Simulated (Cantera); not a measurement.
What does this Cantera script print?

```python
import numpy as np
import cantera as ct

gas_names = """
    AL ALCL ALCL2 ALCL3 ALH ALN AL2 AL2CL6 CL CL2 H HCL H2 N NH NH2 NH3 N2 N2H2 N2H4
""".split()
cond_names = """
    AL(cr) AL(L) ALCL3(s) ALCL3(L) ALN(s) NH4CL(a) NH4CL(b)
""".split()


# ... load() reads the species with a 1 bar reference pressure and builds the phases ...
atoms = {
    'AlCl3': {'AL': 1, 'CL': 3},
    'N2': {'N': 2},
    'H2': {'H': 2},
    'NH3': {'N': 1, 'H': 3},
}
top_T = {'ALN(s)': 2750}  # K; cautious upper limits of use, not melting points


# ... equilibrate(T, P, feed) seeds the gas with the atoms and calls Mixture.equilibrate('TP', solver="vcs", rtol=1e-11, max_steps=5000) ...
results = []
T = 1123  # K
P = 31000  # Pa
for m in [16, 26, 42, 69, 110, 180, 300, 490, 810]:
    feed = {'AlCl3': 1, 'N2': 13, 'H2': m, 'NH3': 33}  # mol
    mix = equilibrate(T, P, feed)
    results.append((T, P, feed, dict(zip(mix.species_names, mix.species_moles))))

top = {s: max(r[3][s] / sum(r[3][g] for g in gas_names) for r in results) for s in gas_names}
cols = sorted((s for s in top if top[s] > 1e-05), key=lambda s: -top[s])[:8]
seen = [c for c in cond_names if any(r[3].get(c, 0) > 1e-12 for r in results)]
print("log10 of partial pressures in bar; condensed amounts in mol")
print(f"{'n(H2)':>10s}" + "".join(f"{s[:9]:>10s}" for s in cols + seen))
for T, P, feed, n in results:
    ng = sum(n[g] for g in gas_names)
    print(f"{feed['H2']:10.4g}" + "".join(f"{np.log10(max(n[s] / ng * P / 1e5, 1e-99)):10.3f}" for s in cols)
          + "".join(f"{n.get(c, 0):10.4g}" for c in seen))
```

It prints:

```
log10 of partial pressures in bar; condensed amounts in mol
     n(H2)        H2        N2       HCL     ALCL3       NH3    ALN(s)
        16    -0.684    -1.028    -2.056    -3.524    -5.092    0.9072
        26    -0.664    -1.071    -2.092    -3.640    -5.084    0.9217
        42    -0.640    -1.132    -2.146    -3.805    -5.079    0.9383
        69    -0.613    -1.219    -2.224    -4.038    -5.082     0.956
       110    -0.589    -1.325    -2.323    -4.320    -5.097    0.9706
       180    -0.566    -1.461    -2.454    -4.679    -5.131    0.9824
       300    -0.547    -1.626    -2.615    -5.108    -5.185    0.9904
       490    -0.534    -1.802    -2.790    -5.562    -5.254    0.9949
       810    -0.525    -1.996    -2.982    -6.057    -5.337    0.9975
```

Method: chemical equilibrium by Gibbs-energy minimisation in Cantera with the NASA 1993 tables (ideal gas, pure condensed phases).
